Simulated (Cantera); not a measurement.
Input: 1 mol FeCl3, 3.6 mol HCl, 0.49 mol H2, at 133 Pa.

Cantera equilibrium calculation (NASA polynomials, part measured and part estimated; ideal gas, pure solids and liquids). Candidate condensed phases: Fe, FeCl2, FeCl3; 11 gas species. Equilibrium is a limit: real reactors are often held back by kinetics, nucleation or transport. All values below are at 1400 K.

Base state: HCl 0.817, FeCl2 0.178, Cl 0.00420, H2 0.000455, FeCl3 0.000223, Cl2 2.91e-5 (mole fractions); condensed: gas only.

What changes in the equilibrium state with this change: pressure from 133 Pa to 570 Pa?


```json
[
 {"species": "HCl", "before": "0.817", "after": "0.818"},
 {"species": "FeCl2", "before": "0.178", "after": "0.178"},
 {"species": "Cl", "before": "0.00420", "after": "0.00312"},
 {"species": "FeCl3", "before": "0.000223", "after": "0.000706"},
 {"species": "Fe2Cl4", "before": "3.72e-6", "after": "1.58e-5"},
 {"species": "Cl2", "before": "2.91e-5", "after": "6.86e-5"},
 {"species": "H2", "before": "0.000455", "after": "0.000194"}
]
```
